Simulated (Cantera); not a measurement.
**Sublimation and decomposition of ceramics: Si3N4 + N2 + C**

A closed system holds: 1 mol Si3N4, 0.28 mol N2, 0.0035 mol C, equilibrated at 8.90 bar.

Cantera equilibrium calculation (NASA polynomials, part measured and part estimated; ideal gas, pure solids and liquids). Candidate condensed phases: C, Si, SiC, Si3N4; 20 gas species. Mutual solubility and eutectic melting of coexisting phases are not modelled. The tables' values for SiN are old estimates; treat these amounts as uncertain. Equilibrium is a limit: real reactors are often held back by kinetics, nucleation or transport.

From 1823 K to 1898 K the condensed part is C(graphite) + Si3N4(s). From 1973 K to 2348 K the condensed part is SiC(s) + Si3N4(s). From 2423 K to 2723 K the condensed part is Si(l) + SiC(s).

| T (K) | x N2 | x Si | x Si2C | x SiN | x Si2N | x SiC2 | x Si2 | n C(graphite) | n Si3N4(s) | n SiC(s) | n Si(l) |
|---|---|---|---|---|---|---|---|---|---|---|---|
| 1823 | 1.00 | 6.31e-9 | 3.60e-11 | 7.80e-9 | 1.55e-10 | 1.05e-10 | <1e-12 | 0.00350 | 1.00 | 0 | 0 |
| 1898 | 1.000 | 3.76e-8 | 4.83e-10 | 3.77e-8 | 1.49e-9 | 9.41e-10 | 8.19e-12 | 0.00350 | 1.00 | 0 | 0 |
| 1973 | 1.000 | 1.95e-7 | 4.76e-9 | 1.62e-7 | 1.20e-8 | 5.77e-9 | 1.04e-10 | 0 | 0.999 | 0.00350 | 0 |
| 2048 | 1.000 | 8.94e-7 | 2.99e-8 | 6.21e-7 | 8.21e-8 | 1.77e-8 | 1.09e-9 | 0 | 0.999 | 0.00350 | 0 |
| 2123 | 1.000 | 3.67e-6 | 1.64e-7 | 2.16e-6 | 4.89e-7 | 4.99e-8 | 9.65e-9 | 0 | 0.999 | 0.00350 | 0 |
| 2198 | 1.000 | 1.37e-5 | 7.96e-7 | 6.91e-6 | 2.57e-6 | 1.31e-7 | 7.32e-8 | 0 | 0.999 | 0.00350 | 0 |
| 2273 | 1.000 | 4.65e-5 | 3.47e-6 | 2.04e-5 | 1.20e-5 | 3.23e-7 | 4.84e-7 | 0 | 0.999 | 0.00350 | 0 |
| 2348 | 1.000 | 0.000146 | 1.37e-5 | 5.61e-5 | 5.09e-5 | 7.51e-7 | 2.82e-6 | 0 | 0.999 | 0.00349 | 0 |
| 2423 | 0.999 | 0.000294 | 3.43e-5 | 9.97e-5 | 9.32e-5 | 2.40e-6 | 6.98e-6 | 0 | 0 | 0.00339 | 3.00 |
| 2498 | 0.999 | 0.000525 | 7.48e-5 | 0.000158 | 0.000141 | 7.71e-6 | 1.40e-5 | 0 | 0 | 0.00326 | 2.99 |
| 2573 | 0.998 | 0.000907 | 0.000156 | 0.000245 | 0.000207 | 2.31e-5 | 2.69e-5 | 0 | 0 | 0.00296 | 2.99 |
| 2648 | 0.997 | 0.00152 | 0.000310 | 0.000369 | 0.000297 | 6.49e-5 | 4.97e-5 | 0 | 0 | 0.00232 | 2.99 |
| 2723 | 0.996 | 0.00246 | 0.000593 | 0.000543 | 0.000418 | 0.000172 | 8.87e-5 | 0 | 0 | 0.00100 | 2.99 |
x: gas mole fraction; n: condensed amount in mol.
